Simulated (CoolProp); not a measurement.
Vapour pressure (bar) of water: the reference equation beside estimates from Tc = 647.1 K, pc = 220.6 bar, ω = 0.344.

Values from CoolProp's reference Helmholtz-energy equation of state, Wagner 2002.

```csv
T (K),reference,van der Waals,Redlich-Kwong,Peng-Robinson
515.9,35.12,83.25,52.95,35.52
520.6,…,86.81,56.47,38.54
525.3,41.23,90.47,60.15,41.74
530,…,94.22,64.00,45.15
534.7,48.12,98.07,68.00,48.76
539.4,51.87,102.0,72.18,52.59
544.1,55.85,106.1,76.52,56.64
548.8,60.06,…,81.04,60.93
553.5,…,…,85.74,65.45
558.2,69.20,118.8,90.61,70.23
562.8,…,…,95.57,75.15
567.5,79.25,127.7,100.8,80.45
```

Task: Complete the blanks.

Result: 
- 520.6, reference: 38.08
- 530, reference: 44.57
- 548.8, van der Waals: 110.2
- 553.5, reference: 64.51
- 553.5, van der Waals: 114.5
- 562.8, reference: 74.04
- 562.8, van der Waals: 123.1

Absolute difference from the reference over all 12 rows, mean and median: van der Waals 95.5 and 93.3 %, Redlich-Kwong 38.4 and 38.1 %, Peng-Robinson 1.4 and 1.4 %.
